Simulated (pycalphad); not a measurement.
CALPHAD calculation (pycalphad, COST 507 light-alloy database (1999)), 1 atm. The data set is of 1999 and partly superseded.

Problem. How does the equilibrium phase assembly of Al-18.35Si-17.21Fe (wt.%) change on cooling from 2250 K to 530 K?

Solution. 
| T (K) | phases above | phases below |
|---|---|---|
| 1126.5 | LIQUID | ALFESI_GAMMA + LIQUID |
| 1060.1 | ALFESI_GAMMA + LIQUID | ALFESI_DELTA + ALFESI_GAMMA + LIQUID |
| 979 ± 4 | ALFESI_DELTA + ALFESI_GAMMA + LIQUID | ALFESI_BETA + ALFESI_DELTA + LIQUID |
| 881.4 | ALFESI_BETA + ALFESI_DELTA + LIQUID | ALFESI_BETA + DIAMOND_A4 + LIQUID |
| 848.9 | ALFESI_BETA + DIAMOND_A4 + LIQUID | ALFESI_BETA + DIAMOND_A4 + FCC_A1 |
Changes were sought between steps of 40 K, so a narrower field can be missed.

Database names, with the compositions (at.%) that they take in these runs: ALFESI_GAMMA: Al 60 Si 20 Fe 20; ALFESI_DELTA: Al 55 Si 30 Fe 15; ALFESI_BETA: Al 70 Si 15 Fe 15. FCC_A1 is fcc; DIAMOND_A4 is diamond (Si).
